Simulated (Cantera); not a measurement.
Equilibrium for boron, boron nitride and boron oxide: B2O3 + H2 + N2

Feed: 1 mol B2O3, 1.9 mol H2, 0.49 mol N2, held at 0.590 bar.

Cantera equilibrium calculation (NASA polynomials, part measured and part estimated; ideal gas, pure solids and liquids). Candidate condensed phases: B, BN, B2O3, B3O3H3, H2O; 39 gas species. Mutual solubility and eutectic melting of coexisting phases are not modelled. Gases not in the tables: H3BO3. The numbers say what is thermodynamically allowed, not how fast it happens.

From 1598 K to 1823 K the condensed part is BN(s) + B2O3(l). From 1898 K to 2048 K the condensed part is B2O3(l). The share of B in condensed phases is highest at 1598 K (99.4 %) and lowest at 2048 K (42.0 %).

| T (K) | x H2 | x N2 | x B2O3 | x HBO2 | x HBO | x B2O2 | x H2O | x BO | n BN(s) | n B2O3(l) |
|---|---|---|---|---|---|---|---|---|---|---|
| 1598 | 0.789 | 0.203 | 0.000240 | 0.00383 | 0.00100 | 7.43e-6 | 0.00290 | 1.78e-6 | 0.00687 | 0.990 |
| 1673 | 0.784 | 0.203 | 0.000861 | 0.00653 | 0.00261 | 4.27e-5 | 0.00280 | 9.04e-6 | 0.00752 | 0.983 |
| 1748 | 0.776 | 0.201 | 0.00276 | 0.0106 | 0.00623 | 0.000210 | 0.00268 | 3.97e-5 | 0.00740 | 0.969 |
| 1823 | 0.759 | 0.199 | 0.00796 | 0.0162 | 0.0137 | 0.000903 | 0.00254 | 0.000154 | 0.00453 | 0.939 |
| 1898 | 0.726 | 0.195 | 0.0211 | 0.0261 | 0.0254 | 0.00286 | 0.00284 | 0.000488 | 0 | 0.874 |
| 1973 | 0.668 | 0.184 | 0.0515 | 0.0449 | 0.0387 | 0.00636 | 0.00391 | 0.00124 | 0 | 0.733 |
| 2048 | 0.569 | 0.165 | 0.117 | 0.0723 | 0.0537 | 0.0129 | 0.00501 | 0.00288 | 0 | 0.420 |
x: gas mole fraction; n: condensed amount in mol.
